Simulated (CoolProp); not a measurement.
The numbers come from the reference Helmholtz-energy equation of state, Thol 2019 in CoolProp.

Problem. For n-pentane, give the phase and the density (kg/m³), cv (kJ/(kg K)), Joule-Thomson coefficient (K/MPa), viscosity (µPa s) at 518.9 K and 2410 kPa; 518.9 K and 14400 kPa.

Solution. 
- 518.9 K and 2410 kPa: gas; density 50.0, cv 2.55, Joule-Thomson coefficient 7.45, viscosity 10.7
- 518.9 K and 14400 kPa: supercritical; density 406, cv 2.59, Joule-Thomson coefficient 0.515, viscosity 35.1

Viscosity comes from a separate model (Quiñones-Cisneros 2006), older than the equation that it now runs on, and unchecked against measurements.
